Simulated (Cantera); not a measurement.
An adiabatic, constant-volume homogeneous reactor starts with H2 : O2 : N2 = 1 : 0.333 : 1.25 (molar parts), equivalence ratio 1.5, at 1175 K and 100000 Pa. Integrator tolerance rtol = 1e-08.

Computed with Cantera and GRI-Mech 3.0 (53 species, 325 reactions).

Question: What does this change do: initial temperature 1175 to 973 K?

Answer: 
| quantity | before | after |
|---|---|---|
| time of steepest temperature rise | 54.2 µs | 0.971 ms |
| temperature at 1.00 s | 2936 K | 2887 K |
| equilibrium temperature | 2936 K | 2887 K |
| x(H2) at 1.00 s | 0.146 (gas-phase equilibrium 0.146) | 0.146 (gas-phase equilibrium 0.146) |
| x(O2) at 1.00 s | 0.00182 (gas-phase equilibrium 0.00182) | 0.00118 (gas-phase equilibrium 0.00118) |
| x(H) at 1.00 s | 0.0331 (gas-phase equilibrium 0.0331) | 0.0260 (gas-phase equilibrium 0.0260) |
| x(O) at 1.00 s | 0.00258 (gas-phase equilibrium 0.00258) | 0.00161 (gas-phase equilibrium 0.00161) |
| x(NO) at 1.00 s | 0.00340 (gas-phase equilibrium 0.00340) | 0.00258 (gas-phase equilibrium 0.00258) |
| x(NO2) at 1.00 s | 2.87e-7 (gas-phase equilibrium 2.87e-7) | 1.97e-7 (gas-phase equilibrium 1.97e-7) |
| x(H2O) at 1.00 s | 0.258 (gas-phase equilibrium 0.258) | 0.268 (gas-phase equilibrium 0.268) |

Question: What does this change do: initial temperature 1175 to 1300 K?

Answer: 
```csv
quantity,before,after
time of steepest temperature rise,54.2 µs,28.4 µs
temperature at 1.00 s,2936 K,2963 K
equilibrium temperature,2936 K,2963 K
x(H2) at 1.00 s,0.146 (gas-phase equilibrium 0.146),0.146 (gas-phase equilibrium 0.146)
x(O2) at 1.00 s,0.00182 (gas-phase equilibrium 0.00182),0.00227 (gas-phase equilibrium 0.00227)
x(H) at 1.00 s,0.0331 (gas-phase equilibrium 0.0331),0.0377 (gas-phase equilibrium 0.0377)
x(O) at 1.00 s,0.00258 (gas-phase equilibrium 0.00258),0.00332 (gas-phase equilibrium 0.00332)
x(NO) at 1.00 s,0.00340 (gas-phase equilibrium 0.00340),0.00392 (gas-phase equilibrium 0.00392)
x(NO2) at 1.00 s,2.87e-7 (gas-phase equilibrium 2.87e-7),3.47e-7 (gas-phase equilibrium 3.47e-7)
x(H2O) at 1.00 s,0.258 (gas-phase equilibrium 0.258),0.252 (gas-phase equilibrium 0.252)
```

Question: What does this change do: initial temperature 1175 to 1150 K?

Answer: 
```json
[
 {"quantity": "time of steepest temperature rise", "before": "54.2 µs", "after": "63.6 µs"},
 {"quantity": "temperature at 1.00 s", "before": "2936 K", "after": "2930 K"},
 {"quantity": "equilibrium temperature", "before": "2936 K", "after": "2930 K"},
 {"quantity": "x(H2) at 1.00 s", "before": "0.146 (gas-phase equilibrium 0.146)", "after": "0.146 (gas-phase equilibrium 0.146)"},
 {"quantity": "x(O2) at 1.00 s", "before": "0.00182 (gas-phase equilibrium 0.00182)", "after": "0.00173 (gas-phase equilibrium 0.00173)"},
 {"quantity": "x(H) at 1.00 s", "before": "0.0331 (gas-phase equilibrium 0.0331)", "after": "0.0322 (gas-phase equilibrium 0.0322)"},
 {"quantity": "x(O) at 1.00 s", "before": "0.00258 (gas-phase equilibrium 0.00258)", "after": "0.00245 (gas-phase equilibrium 0.00245)"},
 {"quantity": "x(NO) at 1.00 s", "before": "0.00340 (gas-phase equilibrium 0.00340)", "after": "0.00329 (gas-phase equilibrium 0.00329)"},
 {"quantity": "x(NO2) at 1.00 s", "before": "2.87e-7 (gas-phase equilibrium 2.87e-7)", "after": "2.75e-7 (gas-phase equilibrium 2.75e-7)"},
 {"quantity": "x(H2O) at 1.00 s", "before": "0.258 (gas-phase equilibrium 0.258)", "after": "0.260 (gas-phase equilibrium 0.260)"}
]
```
